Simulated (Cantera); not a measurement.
Feed: 1 mol Cr, 0.26 mol NH₃, equilibrated at 1100 °C and 3450 Torr.

Method: chemical equilibrium by Gibbs-energy minimisation in Cantera with the NASA 1993 tables (ideal gas, pure condensed phases). Mutual solubility and eutectic melting of coexisting phases are not modelled. Equilibrium is a limit: real reactors are often held back by kinetics, nucleation or transport.

```tsv
species	before	after
H₂	0.998	0.750
N₂	0.00196	0.250
H	1.55e-6	7.72e-5
Cr	7.00e-9	2.30e-5
NH₃	1.91e-5	4.27e-8
Cr(s), mol	0.483	1.000
Cr₂N(s), mol	0.258	0
```
Gas species are given as mole fractions.

**Question.** Name the change that produced these shifts.
(A) temperature from 1100 °C to 725 °C
(B) temperature from 1100 °C to 1200 °C
(C) pressure from 3450 Torr to 1.05 Torr
(D) temperature from 1100 °C to 1902 °C

**Answer.** C, pressure from 3450 Torr to 1.05 Torr
